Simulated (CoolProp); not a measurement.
Ammonia at several states: density (kg/m³) from the reference equation and from simpler models built on Tc = 405.6 K, pc = 11.36 MPa, ω = 0.256; each cubic takes its own stable root.

Computed with CoolProp (reference Helmholtz-energy equation of state, Gao 2020).

| T (K) | p (MPa) | phase | reference |
|---|---|---|---|
| 371.2 | 22.3 | liquid | 508.7 |
| 476.3 | 12.4 | supercritical | 71.13 |
| 363 | 14.9 | liquid | 509.4 |
| 241.4 | 1.41 | liquid | 680.4 |

Q: How far does each simpler model (Redlich-Kwong, Peng-Robinson) lie from the reference over these 4 states: mean and median of the absolute difference, and the worst?

A: 
- Redlich-Kwong: mean 18.4 %, median 23.6 %, worst -25.4 % at 363 K and 14.9 MPa
- Peng-Robinson: mean 9.1 %, median 11.6 %, worst -12.8 % at 363 K and 14.9 MPa
